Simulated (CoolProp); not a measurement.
Vapour-liquid equilibrium of R125 (1) + R143a (2) at 0.213 MPa; x and y are mole fractions of (1).

Computed with CoolProp (multi-fluid Helmholtz-energy mixture model, Lemmon 2005 and Lemmon and Jacobsen 2000; pair parameters Lemmon 2004).

```tsv
x	bubble temperature, mixture model (°C)	bubble temperature, Raoult's law (°C)	y, mixture model	y, Raoult's law
0.05	-30.1	-30.3	0.047	0.053
0.125	-30.0	-30.4	[?]	0.132
0.2	-30.0	-30.5	[?]	0.210
0.275	-29.9	-30.6	0.274	0.287
0.35	-29.9	-30.7	0.353	0.364
0.425	-30.0	-30.8	0.433	0.439
0.5	-30.1	-31.0	0.513	0.515
0.575	-30.2	-31.1	0.593	0.589
0.65	-30.4	-31.2	0.671	0.663
0.725	-30.6	-31.3	0.747	0.736
0.8	[?]	-31.4	0.820	0.809
0.875	-31.1	-31.5	0.891	0.881
0.95	-31.4	-31.6	0.958	0.953
```

Problem. Fill in the missing entries.

Solution. 
- 0.125, y, mixture model: 0.121
- 0.2, y, mixture model: 0.196
- 0.8, bubble temperature, mixture model (°C): -30.9

The largest gap from Raoult's law is +0.9 K in bubble temperature, at x = 0.5. y crosses x between x = 0.275 and 0.35: the model has an azeotrope there.

The pair parameters rest on a limited set of measurements; away from them the model extrapolates.
